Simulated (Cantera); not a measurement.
**Catalytic stagnation flow on Pt**

A jet of CH4 : O2 : N2 = 0.011 : 0.15 : 0.79 (molar parts), equivalence ratio 0.15 at 300 K and 0.430 bar hits a platinum plate 5.8 cm away at a mass flux of 0.19 kg/m²/s; the plate temperature is set and raised in steps from an oxygen-covered start.

Detailed kinetics in Cantera: Deutschmann's 1995 Pt surface mechanism with GRI-Mech 3.0 gas chemistry. Catalytic surfaces can have several steady states; this one follows from the mechanism file's or the stated starting coverage.

```json
[
 {"plate T (K)": "900", "wall x CH4": "0.00800", "wall x O2": "0.150", "wall x H2O": "0.00664", "wall x OH": "1.07e-8", "wall x CO": "2.36e-6", "wall x CO2": "0.00436", "θ free Pt": "0.118", "θ O*": "0.881", "θ OH*": "0.00114"},
 {"plate T (K)": "950", "wall x CH4": "0.00585", "wall x O2": "0.146", "wall x H2O": "0.0106", "wall x OH": "3.57e-8", "wall x CO": "2.36e-6", "wall x CO2": "0.00698", "θ free Pt": "0.168", "θ O*": "0.831", "θ OH*": "0.00137"},
 {"plate T (K)": "1000", "wall x CH4": "0.00409", "wall x O2": "0.142", "wall x H2O": "0.0138", "wall x OH": "9.88e-8", "wall x CO": "2.19e-6", "wall x CO2": "0.00911", "θ free Pt": "0.223", "θ O*": "0.775", "θ OH*": "0.00145"},
 {"plate T (K)": "1050", "wall x CH4": "0.00287", "wall x O2": "0.139", "wall x H2O": "0.0161", "wall x OH": "2.40e-7", "wall x CO": "2.01e-6", "wall x CO2": "0.0106", "θ free Pt": "0.281", "θ O*": "0.717", "θ OH*": "0.00142"},
 {"plate T (K)": "1100", "wall x CH4": "0.00207", "wall x O2": "0.138", "wall x H2O": "0.0175", "wall x OH": "5.28e-7", "wall x CO": "1.87e-6", "wall x CO2": "0.0115", "θ free Pt": "0.341", "θ O*": "0.658", "θ OH*": "0.00134"},
 {"plate T (K)": "1150", "wall x CH4": "0.00140", "wall x O2": "0.136", "wall x H2O": "0.0185", "wall x OH": "1.12e-6", "wall x CO": "2.62e-6", "wall x CO2": "0.0121", "θ free Pt": "0.399", "θ O*": "0.599", "θ OH*": "0.00124"},
 {"plate T (K)": "1200", "wall x CH4": "0.000968", "wall x O2": "0.136", "wall x H2O": "0.0193", "wall x OH": "2.11e-6", "wall x CO": "3.15e-6", "wall x CO2": "0.0126", "θ free Pt": "0.457", "θ O*": "0.542", "θ OH*": "0.00113"},
 {"plate T (K)": "1250", "wall x CH4": "0.000647", "wall x O2": "0.135", "wall x H2O": "0.0199", "wall x OH": "3.74e-6", "wall x CO": "3.73e-6", "wall x CO2": "0.0129", "θ free Pt": "0.513", "θ O*": "0.486", "θ OH*": "0.00103"}
]
```
x: mole fraction at the wall; θ: surface coverage.
